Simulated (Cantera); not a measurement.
Input (Python, Cantera):

```python
import numpy as np
import cantera as ct

gas = ct.Solution("gri30.yaml")
gas.TPX = 1675, 210000, {'CH4': 1, 'C2H6': 0.04, 'O2': 2.71, 'N2': 10.2}
reactor = ct.IdealGasConstPressureReactor(gas, energy="on", clone=False)
net = ct.ReactorNet([reactor])
net.rtol, net.atol = 1e-08, 1e-16
show = ['CH4', 'C2H6', 'O2', 'CH2CO', 'NO2', 'HO2']
times = np.geomspace(8e-06, 0.1, 16)

steps = ct.SolutionArray(gas, extra=["t"])
rows = []
print(f"{'t/s':>10s}{'T/K':>9s}{'P/Pa':>11s}" + "".join(f"{s:>11s}" for s in show))
for t in times:
    while net.time < t:
        t_next = net.step()
        steps.append(gas.state, t=t_next)
    rows.append([np.interp(t, steps.t, y) for y in (steps.T, steps.P, *steps(*show).X.T)])
    print(f"{t:10.3e}{rows[-1][0]:9.1f}{rows[-1][1]:11.4g}" + "".join(f"{x:11.3e}" for x in rows[-1][2:]))
rate = np.gradient(steps.T, steps.t)
print("integrator steps:", len(steps.t))
if steps.T.max() > steps.T[0] + 200:
    print(f"time of steepest temperature rise: {steps.t[rate.argmax()]:.4e} s")
gas.TPX = 1675, 210000, {'CH4': 1, 'C2H6': 0.04, 'O2': 2.71, 'N2': 10.2}
gas.equilibrate("HP")
print(f"equilibrium (HP): T = {gas.T:.1f} K  " + "  ".join(f"{s} {gas[s].X[0]:.3e}" for s in show))
```

It prints:

```
       t/s      T/K       P/Pa        CH4       C2H6         O2      CH2CO        NO2        HO2
 8.000e-06   1673.0    2.1e+05  7.148e-02  2.606e-03  1.941e-01  3.887e-08  2.645e-15  1.733e-05
 1.500e-05   1673.0    2.1e+05  7.088e-02  2.420e-03  1.937e-01  7.001e-07  4.420e-14  3.624e-05
 2.814e-05   1680.8    2.1e+05  6.824e-02  2.223e-03  1.918e-01  1.274e-05  9.059e-13  8.600e-05
 5.278e-05   1784.5    2.1e+05  4.987e-02  1.379e-03  1.739e-01  3.805e-04  7.892e-11  4.051e-04
 9.899e-05   2658.8    2.1e+05  3.556e-16  1.690e-30  5.007e-02  8.844e-18  1.383e-07  9.995e-06
 1.857e-04   2781.7    2.1e+05  4.530e-16  1.223e-30  4.723e-02  7.779e-18  7.288e-07  1.212e-05
 3.482e-04   2786.6    2.1e+05  4.690e-16  1.237e-30  4.609e-02  7.686e-18  1.746e-06  1.209e-05
 6.531e-04   2782.8    2.1e+05  4.773e-16  1.275e-30  4.462e-02  7.690e-18  3.252e-06  1.172e-05
 1.225e-03   2778.1    2.1e+05  4.873e-16  1.322e-30  4.289e-02  7.687e-18  4.974e-06  1.128e-05
 2.297e-03   2774.7    2.1e+05  4.949e-16  1.358e-30  4.165e-02  7.682e-18  6.176e-06  1.096e-05
 4.309e-03   2773.7    2.1e+05  4.973e-16  1.369e-30  4.127e-02  7.680e-18  6.537e-06  1.086e-05
 8.081e-03   2773.6    2.1e+05  4.975e-16  1.370e-30  4.124e-02  7.680e-18  6.564e-06  1.086e-05
 1.516e-02   2773.6    2.1e+05  4.975e-16  1.370e-30  4.124e-02  7.680e-18  6.564e-06  1.086e-05
 2.843e-02   2773.6    2.1e+05  4.975e-16  1.370e-30  4.124e-02  7.680e-18  6.564e-06  1.086e-05
 5.332e-02   2773.6    2.1e+05  4.975e-16  1.370e-30  4.124e-02  7.680e-18  6.564e-06  1.086e-05
 1.000e-01   2773.6    2.1e+05  4.975e-16  1.370e-30  4.124e-02  7.680e-18  6.564e-06  1.086e-05
integrator steps: 1657
time of steepest temperature rise: 6.3602e-05 s
equilibrium (HP): T = 2773.6 K  CH4 6.782e-16  C2H6 2.427e-30  O2 4.124e-02  CH2CO 8.572e-18  NO2 6.564e-06  HO2 1.086e-05
```

Cantera simulation using GRI-Mech 3.0 (53 species, 325 reactions); the numbers are that mechanism's predictions, not measurements.
